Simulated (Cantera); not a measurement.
**Thermodynamics of fluorocarbon and chlorocarbon gases, feed C₂F₆ + F₂**

A closed system holds: 1 mol C₂F₆, 0.01 mol F₂, at 750 Torr.

Equilibrium computed with Cantera from the NASA thermochemical tables; the gas is ideal and each condensed phase is pure. Candidate condensed phases: C; 13 gas species. The feed counts by its element totals alone. The tables' values for C₂F₄ are old estimates; treat these amounts as uncertain. Gases not in the tables: C₂F₆ and larger saturated fluorocarbons. Kinetics and transport are ignored.

| T (K) | log p CF₄ | log p CF₂ | log p CF₃ | log p F | n C(graphite) |
|---|---|---|---|---|---|
| 1548 | 0.00 | -4.07 | -4.26 | -5.36 | 0.495 |
| 1598 | 0.00 | -3.77 | -4.02 | -5.03 | 0.495 |
| 1648 | 0.00 | -3.50 | -3.80 | -4.71 | 0.495 |
| 1698 | 0.00 | -3.24 | -3.58 | -4.42 | 0.494 |
| 1748 | 0.00 | -2.99 | -3.39 | -4.14 | 0.494 |
| 1798 | 0.00 | -2.76 | -3.20 | -3.88 | 0.494 |
| 1848 | 0.00 | -2.55 | -3.02 | -3.63 | 0.493 |
| 1898 | 0.00 | -2.34 | -2.85 | -3.39 | 0.491 |
| 1948 | 0.00 | -2.15 | -2.70 | -3.17 | 0.489 |
| 1998 | -0.01 | -1.96 | -2.55 | -2.96 | 0.486 |
| 2048 | -0.01 | -1.79 | -2.41 | -2.76 | 0.482 |
| 2098 | -0.01 | -1.62 | -2.27 | -2.56 | 0.476 |
log p: log10 of the partial pressure in bar; n: condensed amount in mol.

From 1548 K to 2098 K the condensed part is C(graphite). The main C-bearing gas is CF₄ throughout.
